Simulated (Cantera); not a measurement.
Charge: 1 mol SiH2Cl2, 120 mol H2, at 1300 °C and 230 Pa.

These are equilibrium values from Cantera (NASA tables, ideal gas, pure condensed phases), not measurements of a reactor. Candidate condensed phases: Si; 19 gas species. The numbers say what is thermodynamically allowed, not how fast it happens.

Base state: H2 0.984, HCl 0.0148, H 0.000841, SiCl2 0.000759, Si 2.39e-5, Cl 1.01e-5 (mole fractions); condensed: Si(s).

What changes in the equilibrium state with this change: H2 from 120 to 79 mol?


```tsv
species	before	after
H2	0.984	0.976
HCl	0.0148	0.0215
SiCl2	0.000759	0.00160
SiCl	6.92e-6	1.00e-5
Cl	1.01e-5	1.46e-5
H	0.000841	0.000838
Si	2.39e-5	2.39e-5
Si(s), mol	0.903	0.867
```
The tables' values for SiCl are old estimates; treat these amounts as uncertain.

What changes in the equilibrium state with this change: H2 from 120 to 11 mol?


```csv
species,before,after
H2,0.984,0.877
HCl,0.0148,0.0902
SiCl2,0.000759,0.0314
SiCl3,8.68e-7,0.000231
SiCl,6.92e-6,4.45e-5
Cl,1.01e-5,6.49e-5
"Si(s), mol",0.903,0.588
```
The tables' values for SiCl3, SiCl are old estimates; treat these amounts as uncertain.
